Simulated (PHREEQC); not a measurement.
0.064 g of hydrous ferric oxide (600 m²/g; 0.2 weak and 0.005 strong sites per Fe, Dzombak-Morel constants, diffuse double layer) in 1 kg of water with 0.001 mol/kgw of an inert sodium salt and 1.4e-06 mol/kgw NaF and 0.00024 mol/kgw H3BO3, at 25 °C; the pH is set by adding NaOH or the inert anion's acid. Oxygen is held at 0.21 atm. No CO2 enters from the air. Precipitation was switched off in this run.

Base run: PHREEQC, ion-association model, wateq4f.dat. Each further column changes one thing. The table gives surface charge σ (C/m²).

| pH | base | background salt from 0.001 to 0.0001 mol/kgw | oxide from 0.064 to 0.32 g/kgw | 6e-05 mol/kgw MgCl2 added |
|---|---|---|---|---|
| 3 | 0.251 | 0.222 | 0.257 | 0.255 |
| 3.67 | 0.151 | 0.101 | 0.156 | 0.157 |
| 4.33 | 0.089 | 0.044 | 0.092 | 0.094 |
| 5 | 0.050 | 0.020 | 0.051 | 0.053 |
| 5.67 | 0.026 | 0.009 | 0.027 | 0.028 |
| 6.33 | 0.013 | 0.004 | 0.013 | 0.014 |
| 7 | 0.006 | 0.002 | 0.006 | 0.006 |
| 7.67 | 0.002 | 0.001 | 0.002 | 0.002 |
| 8.33 | -0.001 | 0.000 | -0.001 | 0.000 |
| 9 | -0.005 | -0.002 | -0.005 | -0.001 |
| 9.67 | -0.011 | -0.006 | -0.011 | -0.003 |
| 10.33 | -0.025 | -0.016 | -0.025 | -0.007 |
| 11 | -0.057 | -0.047 | -0.057 | -0.017 |

Real BF4- forms and hydrolyses slowly; the run takes it at equilibrium. The oxide is taken as insoluble; below pH 4 it would dissolve.
